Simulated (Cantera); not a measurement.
Ignition delay

Mixture: CH4 : C2H6 : C3H8 : O2 : N2 = 1 : 0.047 : 0.083 : 1.72 : 6.47 (molar parts), at 3750 Torr, adiabatic and at constant pressure. Ignition delay is the time to a rise of 400 K.

Model: GRI-Mech 3.0 (53 species, 325 reactions), integrated in Cantera.

```
T0 (K)  delay (ms)
------  ----------
1250          1.63
1300         0.821
1350         0.427
1400         0.232
1450         0.132
1500        0.0791
1550        0.0496
1600        0.0325
1650        0.0222
1700        0.0157
```

- apparent activation energy between 1600 and 1700 K = 160 kJ/mol
